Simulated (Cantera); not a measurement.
An isothermal, constant-pressure homogeneous reactor starts with NO : N2 = 1 : 0.19 (molar parts), at 1523 K and 0.360 bar. Integrator tolerance rtol = 1e-08.

Cantera simulation using GRI-Mech 3.0 (53 species, 325 reactions); the numbers are that mechanism's predictions, not measurements.

Q: What does this change do: pressure from 0.360 bar to 20.0 Torr?

A: 
```tsv
quantity	before	after
x(NO) at 80.0 s	0.523 (gas-phase equilibrium 0.00166)	0.804 (gas-phase equilibrium 0.00166)
x(NO2) at 80.0 s	0.00135 (gas-phase equilibrium 7.03e-6)	0.000183 (gas-phase equilibrium 1.91e-6)
x(O) at 80.0 s	3.75e-6 (gas-phase equilibrium 5.99e-6)	5.98e-6 (gas-phase equilibrium 2.20e-5)
x(O2) at 80.0 s	0.158 (gas-phase equilibrium 0.419)	0.0179 (gas-phase equilibrium 0.419)
x(N2) at 80.0 s	0.318 (gas-phase equilibrium 0.579)	0.178 (gas-phase equilibrium 0.579)
x(N2O) at 80.0 s	8.77e-5 (gas-phase equilibrium 5.21e-8)	0.000199 (gas-phase equilibrium 1.42e-8)
```
Radical loss at walls, strong at low pressure, is not modelled.

Q: What does this change do: pressure from 0.360 bar to 0.790 bar?

A: 
```tsv
quantity	before	after
x(NO) at 80.0 s	0.523 (gas-phase equilibrium 0.00166)	0.360 (gas-phase equilibrium 0.00166)
x(NO2) at 80.0 s	0.00135 (gas-phase equilibrium 7.03e-6)	0.00170 (gas-phase equilibrium 1.04e-5)
x(O) at 80.0 s	3.75e-6 (gas-phase equilibrium 5.99e-6)	3.08e-6 (gas-phase equilibrium 4.04e-6)
x(O2) at 80.0 s	0.158 (gas-phase equilibrium 0.419)	0.239 (gas-phase equilibrium 0.419)
x(N2) at 80.0 s	0.318 (gas-phase equilibrium 0.579)	0.400 (gas-phase equilibrium 0.579)
x(N2O) at 80.0 s	8.77e-5 (gas-phase equilibrium 5.21e-8)	4.27e-5 (gas-phase equilibrium 7.72e-8)
```

Q: What does this change do: pressure from 0.360 bar to 100.0 Torr?

A: 
```json
[
 {"quantity": "x(NO) at 80.0 s", "before": "0.523 (gas-phase equilibrium 0.00166)", "after": "0.686 (gas-phase equilibrium 0.00166)"},
 {"quantity": "x(NO2) at 80.0 s", "before": "0.00135 (gas-phase equilibrium 7.03e-6)", "after": "0.000748 (gas-phase equilibrium 4.28e-6)"},
 {"quantity": "x(O) at 80.0 s", "before": "3.75e-6 (gas-phase equilibrium 5.99e-6)", "after": "4.46e-6 (gas-phase equilibrium 9.85e-6)"},
 {"quantity": "x(O2) at 80.0 s", "before": "0.158 (gas-phase equilibrium 0.419)", "after": "0.0765 (gas-phase equilibrium 0.419)"},
 {"quantity": "x(N2) at 80.0 s", "before": "0.318 (gas-phase equilibrium 0.579)", "after": "0.237 (gas-phase equilibrium 0.579)"},
 {"quantity": "x(N2O) at 80.0 s", "before": "8.77e-5 (gas-phase equilibrium 5.21e-8)", "after": "0.000148 (gas-phase equilibrium 3.17e-8)"}
]
```
